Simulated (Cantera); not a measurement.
A closed system holds: 1 mol SiO2, 1500 mol H2, at 875 K and 610 Pa.

Cantera equilibrium calculation (NASA polynomials, part measured and part estimated; ideal gas, pure solids and liquids). Candidate condensed phases: H2O, Si, SiO2; 18 gas species. Equilibrium is a limit: real reactors are often held back by kinetics, nucleation or transport.

**Question.** What is the equilibrium state?

**Answer.** 
```json
{
  "x(H2)": "1.00",
  "n(SiO2(β-quartz))": "1.00 mol",
  "gas_amount": "1500 mol",
  "log10 activity of Si(s) (absent)": "-1.47"
}
```
